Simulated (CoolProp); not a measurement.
Vapour-liquid equilibrium of CH2F2 (R32) (1) + R236FA (2) at -38.15 °C; x and y are mole fractions of (1).

Computed with CoolProp (multi-fluid Helmholtz-energy mixture model, Tillner-Roth 1997 and Pan 2012; pair parameters Bell 2016).

Q: Give the bubble pressure and the first vapour's composition at x = 0.35, 0.5, 0.65. Is there an azeotrope?

A: x = 0.35: 81.93 kPa, y = 0.863; x = 0.5: 108.3 kPa, y = 0.917; x = 0.65: 133.4 kPa, y = 0.950. No azeotrope shows between x = 0.05 and 0.95.

Pair parameters are fitted to limited data, so mixtures are less certain than the pure fluids.
